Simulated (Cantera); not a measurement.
Feed: 1 mol C₃H₆, 0.31 mol O₂, 27 mol N₂, equilibrated at 0.670 bar.

Method: chemical equilibrium by Gibbs-energy minimisation in Cantera with the NASA 1993 tables (ideal gas, pure condensed phases). Candidate condensed phases: C, C₆H₆, C₇H₈, C₈H₁₈, H₂O; 136 gas species. The numbers say what is thermodynamically allowed, not how fast it happens.

What share of the C ends up in condensed phases as a function of T (°C), at 1302, 1452, 1602, 1752, 1902, 2052, 2202?


```json
[
 {"T (°C)": "1302", "C condensed (%)": "78.8", "as": "C(graphite)"},
 {"T (°C)": "1452", "C condensed (%)": "78.0", "as": "C(graphite)"},
 {"T (°C)": "1602", "C condensed (%)": "76.6", "as": "C(graphite)"},
 {"T (°C)": "1752", "C condensed (%)": "74.1", "as": "C(graphite)"},
 {"T (°C)": "1902", "C condensed (%)": "70.2", "as": "C(graphite)"},
 {"T (°C)": "2052", "C condensed (%)": "64.6", "as": "C(graphite)"},
 {"T (°C)": "2202", "C condensed (%)": "57.1", "as": "C(graphite)"}
]
```
